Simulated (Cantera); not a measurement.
Input (Python, Cantera):

```python
import numpy as np
import cantera as ct

gas = ct.Solution("gri30.yaml")
gas.TPX = 1650, 500000, {'CH4': 1, 'H2': 0.16, 'O2': 4.24, 'N2': 24.2}
reactor = ct.IdealGasReactor(gas, energy="on", clone=False)
net = ct.ReactorNet([reactor])
net.rtol, net.atol = 1e-08, 1e-16
show = ['CH4', 'H2', 'O2', 'C2H4', 'H2O2', 'NO2']
times = np.geomspace(5e-06, 4, 15)

steps = ct.SolutionArray(gas, extra=["t"])
rows = []
print(f"{'t/s':>10s}{'T/K':>9s}{'P/Pa':>11s}" + "".join(f"{s:>11s}" for s in show))
for t in times:
    while net.time < t:
        t_next = net.step()
        steps.append(gas.state, t=t_next)
    rows.append([np.interp(t, steps.t, y) for y in (steps.T, steps.P, *steps(*show).X.T)])
    print(f"{t:10.3e}{rows[-1][0]:9.1f}{rows[-1][1]:11.4g}" + "".join(f"{x:11.3e}" for x in rows[-1][2:]))
rate = np.gradient(steps.T, steps.t)
print("integrator steps:", len(steps.t))
if steps.T.max() > steps.T[0] + 200:
    print(f"time of steepest temperature rise: {steps.t[rate.argmax()]:.4e} s")
gas.TPX = 1650, 500000, {'CH4': 1, 'H2': 0.16, 'O2': 4.24, 'N2': 24.2}
gas.equilibrate("UV")
print(f"equilibrium (UV): T = {gas.T:.1f} K  " + "  ".join(f"{s} {gas[s].X[0]:.3e}" for s in show))
```

It prints:

```
       t/s      T/K       P/Pa        CH4         H2         O2       C2H4       H2O2        NO2
 5.000e-06   1649.9      5e+05  3.377e-02  5.405e-03  1.432e-01  6.648e-09  3.671e-08  1.468e-16
 1.320e-05   1650.0      5e+05  3.368e-02  5.398e-03  1.432e-01  3.312e-07  9.722e-08  5.610e-15
 3.486e-05   1655.8  5.018e+05  3.233e-02  5.378e-03  1.423e-01  4.916e-05  5.431e-07  6.766e-13
 9.203e-05   2520.3  7.653e+05  3.315e-18  8.209e-04  7.185e-02  9.275e-27  3.648e-07  2.745e-07
 2.430e-04   2534.5  7.689e+05  1.001e-18  6.576e-04  7.149e-02  2.165e-28  3.880e-07  1.043e-06
 6.415e-04   2531.3  7.679e+05  9.713e-19  6.515e-04  7.081e-02  2.049e-28  3.836e-07  2.963e-06
 1.694e-03   2524.3  7.657e+05  9.099e-19  6.385e-04  6.936e-02  1.813e-28  3.741e-07  7.058e-06
 4.472e-03   2513.6  7.623e+05  8.213e-19  6.192e-04  6.717e-02  1.497e-28  3.599e-07  1.319e-05
 1.181e-02   2506.2    7.6e+05  7.641e-19  6.062e-04  6.566e-02  1.307e-28  3.503e-07  1.734e-05
 3.118e-02   2505.2  7.597e+05  7.565e-19  6.045e-04  6.545e-02  1.283e-28  3.490e-07  1.790e-05
 8.231e-02   2505.2  7.597e+05  7.565e-19  6.045e-04  6.545e-02  1.283e-28  3.490e-07  1.790e-05
 2.173e-01   2505.2  7.597e+05  7.565e-19  6.045e-04  6.545e-02  1.283e-28  3.490e-07  1.790e-05
 5.738e-01   2505.2  7.597e+05  7.565e-19  6.045e-04  6.545e-02  1.283e-28  3.490e-07  1.790e-05
 1.515e+00   2505.2  7.597e+05  7.565e-19  6.045e-04  6.545e-02  1.283e-28  3.490e-07  1.790e-05
 4.000e+00   2505.2  7.597e+05  7.565e-19  6.045e-04  6.545e-02  1.283e-28  3.490e-07  1.790e-05
integrator steps: 1632
time of steepest temperature rise: 6.0918e-05 s
equilibrium (UV): T = 2505.2 K  CH4 1.117e-18  H2 6.045e-04  O2 6.545e-02  C2H4 1.607e-28  H2O2 3.490e-07  NO2 1.790e-05
```

Model: GRI-Mech 3.0 (53 species, 325 reactions), integrated in Cantera.
